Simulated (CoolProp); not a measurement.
Vapour-liquid equilibrium of propane (1) + cyclohexane (2) at 22.05 °C; x and y are mole fractions of (1).

Model: multi-fluid Helmholtz-energy mixture model, Lemmon 2009 and Zhou 2014; pair parameters Bell 2016, in CoolProp.

Task: Give the bubble pressure and the first vapour's composition at x = 0.35, 0.5, 0.8. Is there an azeotrope?

Result: x = 0.35: 0.3515 MPa, y = 0.974; x = 0.5: 0.4748 MPa, y = 0.983; x = 0.8: 0.7034 MPa, y = 0.994. No azeotrope shows between x = 0.05 and 0.95.

Pair parameters are fitted to limited data, so mixtures are less certain than the pure fluids. The gap from Raoult's law changes sign with composition, which may be real or a fault of the pair parameters; it wasn't checked against measurements.
